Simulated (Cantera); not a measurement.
Feed: 1 mol V2O3, 66 mol H2, 20 mol N2, held at 0.100 bar.

Equilibrium computed with Cantera from the NASA thermochemical tables; the gas is ideal and each condensed phase is pure. Candidate condensed phases: H2O, V, VN, VO, V2O3, V2O4, V2O5; 28 gas species. Mutual solubility and eutectic melting of coexisting phases are not modelled. VN, VO: taken at fixed stoichiometry. Condensed phases not in the tables: the oxides between V2O3 and V2O5 other than VO2, solid solutions among these carbides, nitrides and lower oxides, V2N. Equilibrium is a limit: real reactors are often held back by kinetics, nucleation or transport.

x: gas mole fraction; n: condensed amount in mol.

```
T (K)   x H2   x N2    x H2O       x H  n VN(s)  n V2O3(s)  n VO(s)
-----  -----  -----  -------  --------  -------  ---------  -------
1100   0.766  0.232  0.00188   7.16e-8    0.108      0.946        0
1150   0.766  0.232  0.00197   2.06e-7    0.113      0.944        0
1200   0.766  0.232  0.00205   5.46e-7    0.117      0.941        0
1250   0.766  0.232  0.00212   1.34e-6    0.121      0.939        0
1300   0.766  0.232  0.00218   3.06e-6    0.125      0.937        0
1350   0.766  0.232  0.00224   6.59e-6    0.128      0.936        0
1400   0.766  0.232  0.00229   1.35e-5    0.131      0.934        0
1450   0.766  0.232  0.00234   2.62e-5    0.134      0.933        0
1500   0.765  0.233  0.00279   4.87e-5        0      0.760    0.480
1550   0.764  0.233  0.00365   8.70e-5        0      0.686    0.627
1600   0.763  0.233        …         …        0          …        …
1650   0.761  0.233        …         …        0          …        …
1700   0.760  0.233  0.00739  0.000406        0      0.364     1.27
```

Question: Complete the blanks.

Answer: 
- 1650, x H2O: 0.00593
- 1650, x H: 0.000251
- 1650, n V2O3(s): 0.490
- 1650, n VO(s): 1.02
- 1600, x H2O: 0.00469
- 1600, x H: 0.000150
- 1600, n V2O3(s): 0.597
- 1600, n VO(s): 0.806
